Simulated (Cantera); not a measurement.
Input: 1 mol SiC, 0.08 mol N2O, 350 mol N2, held at 1725 °C and 0.140 bar.

Method: chemical equilibrium by Gibbs-energy minimisation in Cantera with the NASA 1993 tables (ideal gas, pure condensed phases). Candidate condensed phases: C, Si, SiC, SiO2, Si2N2O, Si3N4; 34 gas species. Kinetics and transport are ignored.

Base state: N2 1.000, CO 0.000173, Si 9.72e-5, SiO 5.54e-5 (mole fractions); condensed: SiC(s).

**Question.** What changes in the equilibrium state with this change: N2O from 0.08 to 4.4 mol?

**Answer.** 
```tsv
species	before	after
N2	1.000	0.996
CO2	<1e-9	0.00244
O2	<1e-9	0.000522
SiO	5.54e-5	1.66e-5
NO	<1e-9	0.000427
Si	9.72e-5	<1e-9
O	<1e-9	4.02e-5
CO	0.000173	0.000371
SiC(s), mol	0.938	0
SiO2(l), mol	0	0.993
```
The tables hold silica as quartz up to 1696 K and as liquid above; real silica turns to tridymite and cristobalite and melts near 1996 K.
